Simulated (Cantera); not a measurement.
A closed system holds: 1 mol HMDSO, 2.4 mol O3, 11 mol N2, held at 1425 K.

These are equilibrium values from Cantera (NASA tables, ideal gas, pure condensed phases), not measurements of a reactor. Candidate condensed phases: C, C6H6, C7H8, C8H18, H2O, Si, SiC, SiO2, Si2N2O, Si3N4; 151 gas species. The feed counts by its element totals alone. N2 is the only nitrogen source here; it is nearly inert below about 1500 K, so the nitride shown seldom forms there in practice. Mutual solubility and eutectic melting of coexisting phases are not modelled. The tables hold silica as quartz up to 1696 K and as liquid above; real silica turns to tridymite and cristobalite and melts near 1996 K. Equilibrium is a limit: real reactors are often held back by kinetics, nucleation or transport.

Question: What share of the Si ends up in condensed phases as a function of P (Pa), at 5, 21, 85, 350, 1400, 5900, 24000, 100000?

Answer: 
| P (Pa) | Si condensed (%) | as |
|---|---|---|
| 5 | 10.0 | SiO2(β-quartz) |
| 21 | 61.7 | SiO2(β-quartz) + Si2N2O(s) |
| 85 | 94.3 | SiO2(β-quartz) + Si2N2O(s) |
| 350 | 99.1 | SiO2(β-quartz) + Si2N2O(s) |
| 1400 | 99.9 | SiO2(β-quartz) + Si2N2O(s) |
| 5900 | 100.0 | SiO2(β-quartz) + Si2N2O(s) |
| 24000 | 100.0 | SiO2(β-quartz) + Si2N2O(s) |
| 100000 | 100.0 | SiO2(β-quartz) |
